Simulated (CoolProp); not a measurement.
A single-stage vapour-compression cycle with the fluid: evaporating at 292.15 K (dew point), condensing at 339.15 K (bubble point), superheat 10 K, subcooling 0 K, compressor efficiency 0.65, no pressure losses. The same conditions are run with several fluids, on thermodynamics alone (safety and materials aside).

Values from CoolProp's reference Helmholtz-energy equation of state of each fluid (R236EA: Rui 2013; tetrahydrofuran: Fiedler 2023; n-hexane: Thol 2019; n-butane: Bücker 2006; fluoroethane (R161): Wu 2012; R11: Jacobsen 1992).

Q: Rank R236EA, tetrahydrofuran, n-hexane, n-butane, fluoroethane (R161), R11 by cooling COP, highest first.

A: tetrahydrofuran (3.57), R11 (3.46), n-hexane (3.34), n-butane (3.21), R236EA (3.07), fluoroethane (R161) (2.99)

| fluid | pressure ratio | discharge temperature (K) | refrigerating effect (kJ/kg) | volumetric capacity (kJ/m³) |
|---|---|---|---|---|
| R236EA | 4.25 | 349.4 | 107 | 1140 |
| tetrahydrofuran | 6.15 | 387.7 | 376 | 180 |
| n-hexane | 6.02 | 350.5 | 276 | 148 |
| n-butane | 3.67 | 355.2 | 265 | 1310 |
| fluoroethane (R161) | 3.15 | 378.6 | 250 | 4280 |
| R11 | 4.30 | 376.5 | 147 | 706 |
